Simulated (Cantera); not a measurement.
Feed: 1 mol SiCl₄, 2.9 mol HCl, 24 mol N₂, equilibrated at 800 K and 750 Torr.

Equilibrium computed with Cantera from the NASA thermochemical tables; the gas is ideal and each condensed phase is pure. Candidate condensed phases: NH₄Cl, Si, Si₃N₄; 28 gas species. Equilibrium is a limit: real reactors are often held back by kinetics, nucleation or transport.

Base state: N₂ 0.860, HCl 0.104, SiCl₄ 0.0358 (mole fractions); condensed: gas only.

Problem. What changes in the equilibrium state with this change: SiCl₄ replaced by SiHCl₃?

Solution. 
```json
[
 {"species": "N₂", "before": "0.860", "after": "0.858"},
 {"species": "HCl", "before": "0.104", "after": "0.0770"},
 {"species": "SiCl₄", "before": "0.0358", "after": "0.0336"},
 {"species": "H₂", "before": "3.38e-8", "after": "0.0313"},
 {"species": "NH₃", "before": "<1e-9", "after": "1.54e-5"},
 {"species": "SiHCl₃", "before": "<1e-9", "after": "1.23e-5"},
 {"species": "Si₃N₄(s), mol", "before": "0", "after": "0.0208"}
]
```
N₂ is the only nitrogen source here; it is nearly inert below about 1500 K, so the nitride shown seldom forms there in practice.
